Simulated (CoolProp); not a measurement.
Vapour-liquid equilibrium of benzene (1) + n-heptane (2) at 128.35 °C; x and y are mole fractions of (1).

Model: multi-fluid Helmholtz-energy mixture model, Thol 2012 and Span 2003; pair parameters Bell 2016, in CoolProp.

```tsv
x	bubble pressure, mixture model (kPa)	bubble pressure, Raoult's law (kPa)	y, mixture model	y, Raoult's law
0.05	237.2	233.4	0.089	0.078
0.2	268.6	254.2	0.311	0.287
0.35	296.7	274.9	0.481	0.465
0.5	320.2	295.7	0.615	0.617
0.65	339.1	316.5	0.729	0.750
0.8	353.5	337.2	0.838	0.866
0.95	363.1	358.0	0.956	0.968
```

The largest gap from Raoult's law is +8.3 % in bubble pressure, at x = 0.5. No azeotrope shows between x = 0.05 and 0.95.

Pair parameters are fitted to limited data, so mixtures are less certain than the pure fluids.
